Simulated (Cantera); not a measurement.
Input (Python, Cantera) and output of one run.

```python
import numpy as np
import cantera as ct

gas_names = """
    AL ALH ALN ALO ALOH ALO2 ALO2H AL2 AL2O AL2O2 H HALO HNO HNO2 HNO3 HO2 H2 H2O H2O2 N NH NH2 NH3
    NH2OH NO NO2 NO3 N2 N2H2 N2H4 N2O O OH O2 O3
""".split()
cond_names = """
    AL(cr) AL(L) ALN(s) AL2O3(a) AL2O3(L) H2O(s) H2O(L)
""".split()


# ... load() reads the species with a 1 bar reference pressure and builds the phases ...
atoms = {
    'AlN': {'AL': 1, 'N': 1},
    'H2O': {'H': 2, 'O': 1},
}
top_T = {'ALN(s)': 2750}  # K; cautious upper limits of use, not melting points


# ... equilibrate(T, P, feed) seeds the gas with the atoms and calls Mixture.equilibrate('TP', solver="vcs", rtol=1e-11, max_steps=5000) ...
results = []
feed = {'AlN': 1, 'H2O': 1.7}  # mol
T = 1423.15  # K
P = 100000  # Pa
mix = equilibrate(T, P, feed)
results.append((T, P, feed, dict(zip(mix.species_names, mix.species_moles))))
x = sorted(zip(gas.X, gas.species_names), reverse=True)
print(f"T = {T:g} K  P = {P:g} Pa  gas = {mix.phase_moles(0):.4g} mol")
print("   x: " + "  ".join(f"{s} {v:.3e}" for v, s in x if v > 0.0001))
print("   condensed (mol): " + ("  ".join(f"{mix.phase(i).name} {mix.phase_moles(i):.4g}"
      for i in range(1, mix.n_phases) if mix.phase_moles(i) > 1e-12) or "none"))
```

Result:

```
T = 1423.15 K  P = 100000 Pa  gas = 2.2 mol
   x: H2 6.818e-01  N2 2.273e-01  H2O 9.091e-02
   condensed (mol): AL2O3(a) 0.5
```

Equilibrium computed with Cantera from the NASA thermochemical tables; the gas is ideal and each condensed phase is pure. Gases not in the tables: Al(OH)3.
